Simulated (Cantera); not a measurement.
An isothermal, constant-pressure homogeneous reactor starts with CH4 : H2 : CO2 = 0.011 : 1 : 0.0094 (molar parts), at 2450 K and 0.0267 bar.

Model: GRI-Mech 3.0 (53 species, 325 reactions), integrated in Cantera. Radical loss at walls, strong at low pressure, is not modelled.

One state of this run: x CH4 = 2.91e-6; x H2 = 0.875; x CO2 = 5.20e-8; x OH = 3.84e-7; x H2O2 = <1e-12; x CH2 = 1.25e-6. x: mole fraction; the columns are a selection and need not sum to one.

Which value of t (s) does it belong to?
A) 0.358
B) 0.0211
C) 0.0104
D) 1.48

A, 0.358
